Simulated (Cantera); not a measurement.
Charge: 1 mol MgO, 6.3 mol NF3, 13 mol H2, at 1748.15 K and 0.0465 Torr.

Equilibrium computed with Cantera from the NASA thermochemical tables; the gas is ideal and each condensed phase is pure. Candidate condensed phases: H2O, Mg, MgF2, MgO, Mg(OH)2; 50 gas species. Equilibrium is a limit: real reactors are often held back by kinetics, nucleation or transport.

Base state: HF 0.667, H2 0.124, N2 0.121, H2O 0.0383, MgF2 0.0291, H 0.0102, Mg 0.00666, MgF 0.00275 (mole fractions); condensed: gas only.

Problem. What changes in the equilibrium state with this change: NF3 from 6.3 to 1.1 mol?

Solution. 
| species | before | after |
|---|---|---|
| H2 | 0.124 | 0.642 |
| HF | 0.667 | 0.195 |
| H2O | 0.0383 | 0.0531 |
| N2 | 0.121 | 0.0340 |
| MgF2 | 0.0291 | 0.00340 |
| Mg | 0.00666 | 0.0473 |
| H | 0.0102 | 0.0233 |
| MgOH | 6.20e-6 | 2.68e-5 |
| O | 1.20e-5 | 3.21e-6 |
| OH | 0.000185 | 0.000112 |
| MgF | 0.00275 | 0.00250 |
| MgO(s), mol | 0 | 0.139 |
